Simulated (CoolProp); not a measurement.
2000 sccm (0 °C, 1 atm) of nitrogen bubbles through liquid toluene at 322.4 K and leaves saturated at a total pressure of 0.15 MPa (ideal gas phase). Each further row changes one setting.

Computed with CoolProp (reference Helmholtz-energy equation of state, Lemmon 2006). It is a short technical equation, of lower accuracy than the large ones.

```csv
case,vapour pressure (kPa),mole fraction of vapour,delivery (mg/min),delivery (sccm),change of delivery for a bath 1 K warmer (%)
as stated,11.9,…,…,…,4.8
bath temperature 327.4 K,14.7,0.0979,893,217,4.7
total pressure 0.3 MPa,11.9,0.0397,340,82.6,4.6
```

Task: Complete the blanks.

Result: 
- as stated, mole fraction of vapour: 0.0793
- as stated, delivery (mg/min): 708
- as stated, delivery (sccm): 172
